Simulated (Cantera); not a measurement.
Cantera with NASA thermochemical tables; ideal gases at 1 bar, condensed phases pure. Values are per mole of reaction as written; species without (g) are pure solids or liquids, kept so even where they would boil at 1 bar.

V₂O₃ + 2 NO(g) → V₂O₄ + N₂O(g), with ΔH° = -309.4 kJ and ΔS° = -196.2 J/K at 300 K.

Task: How far is the shortcut ΔG° ≈ ΔH°(300 K) − T·ΔS°(300 K) from the full temperature-dependent value at 900, 1050, 1200, 1350, 1500, 1650 K?

Result: 
```tsv
T (K)	shortcut (kJ)	full (kJ)	difference (kJ)	difference in log10 K
900	-132.8	-148.0	15.2	-0.88
1050	-103.4	-123.3	19.9	-0.99
1200	-73.9	-98.7	24.8	-1.08
1350	-44.5	-74.4	29.9	-1.16
1500	-15.1	-50.1	35.1	-1.22
1650	14.4	-26.0	40.3	-1.28
```
The shortcut ignores the heat-capacity change of the reaction.
